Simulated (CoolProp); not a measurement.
Vapour-liquid equilibrium of R125 (1) + cyclopropane (2) at 293.9 K; x and y are mole fractions of (1).

Values from CoolProp's multi-fluid Helmholtz-energy mixture model, Lemmon 2005 and Polt 1992; pair parameters Bell 2016. This equation is an older, rougher fit; its heat capacities, sound speeds and derivatives of the liquid may be far off and weren't checked against measurements.

### Question
Give the bubble pressure and the first vapour's composition at x = 0.25, 0.35, 0.45. Is there an azeotrope?

### Answer
x = 0.25: 1.073 MPa, y = 0.473; x = 0.35: 1.147 MPa, y = 0.537; x = 0.45: 1.199 MPa, y = 0.589. y crosses x between x = 0.75 and 0.85: the model has an azeotrope there.

The pair parameters rest on a limited set of measurements; away from them the model extrapolates.
